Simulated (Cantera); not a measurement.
An isothermal, constant-pressure homogeneous reactor starts with 0.774 % H2, 99.2 % O2, equivalence ratio 0.0039, at 1450 K and 20.0 Torr.

Detailed kinetics in Cantera: GRI-Mech 3.0 (53 species, 325 reactions). Radical loss at walls, strong at low pressure, is not modelled.

x: mole fraction; the columns are a selection and need not sum to one.

```tsv
t (s)	x H2	x O2	x H	x H2O	x H2O2
0.000100	0.00774	0.992	1.13e-8	2.19e-8	2.51e-11
0.000255	0.00774	0.992	3.06e-8	2.14e-7	1.43e-10
0.000652	0.00773	0.992	2.92e-7	4.06e-6	6.91e-10
0.00166	0.00639	0.991	6.02e-5	0.000963	6.58e-9
0.00425	[?]	0.985	0.000156	0.00706	1.19e-8
0.0108	2.23e-5	0.985	0.000146	0.00709	1.14e-8
0.0277	2.04e-5	0.986	0.000127	0.00713	1.10e-8
0.0706	1.65e-5	0.987	9.15e-5	0.00721	1.01e-8
0.180	[?]	0.989	[?]	0.00734	[?]
0.460	4.48e-6	0.991	1.25e-5	0.00750	5.25e-9
1.18	1.31e-6	0.992	1.93e-6	0.00763	2.42e-9
3.00	3.11e-7	0.992	2.22e-7	0.00770	8.42e-10
```

Q: Fill in the missing entries.

A: 
- 0.00425, x H2: 2.67e-5
- 0.180, x H2: 1.04e-5
- 0.180, x H: 4.51e-5
- 0.180, x H2O2: 8.19e-9
